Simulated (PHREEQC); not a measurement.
**Alkaline etch or developer (model solution)**

Consider water at 25 °C with 0.0071 mol NH3 and 4.9e-07 mol H4SiO4 per kg of water. Closed to the air; pH follows from the charge balance.

All values are PHREEQC results (ion-association model, wateq4f.dat), not measurements.

Each row changes one thing in this solution. Precipitation was switched off in this run.

```tsv
case	pH	ionic strength (mol/kgw)	NH3 (mol/kgw)	NH4+ (mol/kgw)	H3SiO4- (mol/kgw)	H4SiO4 (mol/kgw)	SI of Quartz (SiO2)
as made	10.54	0.000352	0.00675	0.000352	4.10e-7	7.91e-8	-3.12
temperature from 25 to 55 °C	9.70	0.000359	0.00674	0.000359	3.13e-7	1.76e-7	-3.18
diluted 10-fold with water	10.01	0.000104	0.000606	0.000104	2.97e-8	1.93e-8	___
temperature from 25 to 45 °C	9.95	0.000360	0.00674	0.000360	3.49e-7	1.40e-7	___
temperature from 25 to 70 °C	___	0.000351	0.00675	0.000351	2.57e-7	2.33e-7	___
H4SiO4 from 4.9e-07 to 2.45e-07 mol/kgw	10.54	0.000352	0.00675	0.000352	2.05e-7	3.96e-8	-3.42
```

Q: Complete the blanks.

A: 
- diluted 10-fold with water, SI of Quartz (SiO2): -3.73
- temperature from 25 to 45 °C, SI of Quartz (SiO2): -3.15
- temperature from 25 to 70 °C, pH: 9.35
- temperature from 25 to 70 °C, SI of Quartz (SiO2): -3.23

At this temperature some constants are extrapolated from 25 °C, and those without enthalpy data are left unchanged.
